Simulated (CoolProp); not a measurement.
Properties of decamethylcyclopentasiloxane (D5) along the isobar 828 kPa.

The numbers come from the reference Helmholtz-energy equation of state, Thol 2019 in CoolProp.

```csv
T (°C),phase,Z,cp (kJ/(kg K)),cv (kJ/(kg K)),Joule-Thomson coefficient (K/MPa),isothermal compressibility (1/MPa)
-17.85,liquid,0.1445,1.687,1.393,-0.4265,0.001042
1.45,liquid,0.1372,1.694,1.412,-0.4203,0.001201
20.75,liquid,0.1310,1.708,1.436,-0.4112,0.001389
40.05,liquid,0.1256,1.726,1.463,-0.3993,0.001610
59.45,liquid,0.1209,1.748,1.493,-0.3846,0.001874
78.75,liquid,0.1169,1.774,1.525,-0.3672,0.002192
98.05,liquid,0.1134,1.802,1.559,-0.3467,0.002579
117.35,liquid,0.1104,1.832,1.593,-0.3226,0.003056
136.75,liquid,0.1078,1.863,1.628,-0.2940,0.003659
156.05,liquid,0.1057,1.895,1.663,-0.2600,0.004425
175.35,liquid,0.1040,1.929,1.698,-0.2185,0.005427
194.65,liquid,0.1027,1.963,1.733,-0.1664,0.006774
213.95,liquid,0.1019,1.999,1.767,-0.09885,0.008648
```
